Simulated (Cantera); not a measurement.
**Pyrogenic steam for wet oxidation**

An isothermal, constant-pressure homogeneous reactor starts with 51.4 % H2, 32.2 % O2, 16.4 % N2, at 1275 K and 0.240 bar.

Model: GRI-Mech 3.0 (53 species, 325 reactions), integrated in Cantera. The temperature is held fixed by assumption; the heat of reaction is taken as removed at once.

| t (s) | x H2 | x O2 | x NO | x H2O | x N2O |
|---|---|---|---|---|---|
| 7.00e-5 | 0.126 | 0.155 | 6.98e-7 | 0.304 | 3.40e-9 |
| 0.000365 | 0.00936 | 0.0894 | 5.89e-6 | 0.673 | 2.04e-8 |
| 0.00190 | 0.000296 | 0.0865 | 5.91e-6 | 0.692 | 2.98e-8 |
| 0.00993 | 1.35e-5 | 0.0865 | 5.90e-6 | 0.693 | 3.21e-8 |
| 0.0518 | 1.47e-6 | 0.0866 | 5.93e-6 | 0.693 | 3.17e-8 |
| 0.270 | 3.49e-7 | 0.0866 | 5.94e-6 | 0.693 | 2.53e-8 |
| 1.41 | 2.67e-7 | 0.0866 | 5.94e-6 | 0.693 | 7.89e-9 |
| 7.35 | 2.67e-7 | 0.0866 | 5.94e-6 | 0.693 | 2.00e-9 |
| 38.3 | 2.67e-7 | 0.0866 | 5.94e-6 | 0.693 | 1.99e-9 |
| 200 | 2.67e-7 | 0.0866 | 5.94e-6 | 0.693 | 1.99e-9 |
x: mole fraction; the columns are a selection and need not sum to one.

Equilibrium at this temperature and pressure: H2 2.67e-7, O2 0.0865, NO 0.000115, H2O 0.693, N2O 1.99e-9 (gas phase only).
